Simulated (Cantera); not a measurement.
Charge: 1 mol AlN, 1.8 mol I₂, 1.5 mol O₂, at 5000 Pa.

Cantera equilibrium calculation (NASA polynomials, part measured and part estimated; ideal gas, pure solids and liquids). Candidate condensed phases: Al, AlI₃, AlN, Al₂O₃, I₂; 21 gas species. Equilibrium is a limit: real reactors are often held back by kinetics, nucleation or transport.

**Question.** At 1100 °C, list the 5 most abundant gas species with their mole fractions, and the condensed phases.

**Answer.** I 0.681, O₂ 0.162, N₂ 0.108, I₂ 0.0485, NO 0.000202. Condensed: Al₂O₃(s).
